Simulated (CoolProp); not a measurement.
Saturation properties of R11.

Model: reference Helmholtz-energy equation of state, Jacobsen 1992, in CoolProp.

```csv
T (°C),p (bar),liquid density (kg/m³),vapour density (kg/m³),enthalpy of vaporisation (kJ/kg),liquid viscosity (µPa s),liquid conductivity (mW/(m K))
4.35,0.4829,1524,2.940,188.3,537,92.8
16.75,0.7865,1496,4.624,183.9,471,89.2
29.05,1.220,1467,6.956,179.4,416,85.6
41.35,1.819,1437,10.11,174.7,370,82.2
53.65,2.624,1406,14.27,169.6,330,78.8
65.95,3.675,1373,19.65,164.3,296,75.4
78.35,5.028,1339,26.58,158.5,265,72.0
90.65,6.707,1304,35.24,152.2,238,68.7
102.95,8.772,1266,46.08,145.4,213,65.4
115.25,11.27,1226,59.61,137.8,190,62.1
```

It boils at 23.7 °C under 1 atm.

Viscosity comes from a separate model (Klein 1997), an estimate that may be off by 10 % or more. Thermal conductivity comes from a separate model (McLinden 2000), an estimate that may be off by 10 % or more.
